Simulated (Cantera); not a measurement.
An adiabatic, constant-pressure homogeneous reactor starts with CH₄ : O₂ : N₂ = 1 : 2.9 : 10.9 (molar parts), equivalence ratio 0.69, at 1200 K and 6.12 atm. Integrator tolerance rtol = 1e-08.

Model: GRI-Mech 3.0 (53 species, 325 reactions), integrated in Cantera.

Problem. What does this change do: initial temperature 1200 to 1700 K?

Solution. 
| quantity | before | after |
|---|---|---|
| time of steepest temperature rise | 6.66 ms | 45.5 µs |
| temperature at 0.300 s | 2483 K | 2783 K |
| equilibrium temperature | 2483 K | 2783 K |
| x(CH₄) at 0.300 s | <1e-12 (gas-phase equilibrium <1e-12) | <1e-12 (gas-phase equilibrium <1e-12) |
| x(O₂) at 0.300 s | 0.0551 (gas-phase equilibrium 0.0551) | 0.0539 (gas-phase equilibrium 0.0539) |
| x(CO) at 0.300 s | 0.00367 (gas-phase equilibrium 0.00367) | 0.0131 (gas-phase equilibrium 0.0131) |
| x(C₂H₄) at 0.300 s | <1e-12 (gas-phase equilibrium <1e-12) | <1e-12 (gas-phase equilibrium <1e-12) |
| x(C₂H) at 0.300 s | <1e-12 (gas-phase equilibrium <1e-12) | <1e-12 (gas-phase equilibrium <1e-12) |
| x(CH₂) at 0.300 s | <1e-12 (gas-phase equilibrium <1e-12) | <1e-12 (gas-phase equilibrium <1e-12) |

Problem. What does this change do: pressure from 6.12 atm to 0.987 atm?

Solution. 
| quantity | before | after |
|---|---|---|
| time of steepest temperature rise | 6.66 ms | 37.7 ms |
| temperature at 0.300 s | 2483 K | 2435 K |
| equilibrium temperature | 2483 K | 2435 K |
| x(CH₄) at 0.300 s | <1e-12 (gas-phase equilibrium <1e-12) | <1e-12 (gas-phase equilibrium <1e-12) |
| x(O₂) at 0.300 s | 0.0551 (gas-phase equilibrium 0.0551) | 0.0562 (gas-phase equilibrium 0.0562) |
| x(CO) at 0.300 s | 0.00367 (gas-phase equilibrium 0.00367) | 0.00661 (gas-phase equilibrium 0.00661) |
| x(C₂H₄) at 0.300 s | <1e-12 (gas-phase equilibrium <1e-12) | <1e-12 (gas-phase equilibrium <1e-12) |
| x(C₂H) at 0.300 s | <1e-12 (gas-phase equilibrium <1e-12) | <1e-12 (gas-phase equilibrium <1e-12) |
| x(CH₂) at 0.300 s | <1e-12 (gas-phase equilibrium <1e-12) | <1e-12 (gas-phase equilibrium <1e-12) |
